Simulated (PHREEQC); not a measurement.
Solution (25 °C): 0.08 mol KH2PO4 and 0.00082 mol K2HPO4 per kg of water. Closed to the air; pH follows from the charge balance.

Equilibrium calculation in PHREEQC: ion-association model, wateq4f.dat.

| quantity | before | after |
|---|---|---|
| pH | 4.95 | 4.78 |
| HPO4-2 (mol/kgw) | 0.000882 | 0.000982 |
| PO4-3 (mol/kgw) | 1.11e-10 | 9.81e-11 |

### Question
What was changed between the two runs?
(A) KH2PO4 left out
(B) diluted 10-fold with water
(C) K2HPO4 left out
(D) 0.025 mol/kgw Na2SO4 added
(E) KH2PO4 from 0.08 to 0.12 mol/kgw

### Answer
E, KH2PO4 from 0.08 to 0.12 mol/kgw

This is a speciation only: nothing precipitates in the calculation. H3PO4, which wateq4f.dat lacks, is added to it with the constant of phreeqc.dat.
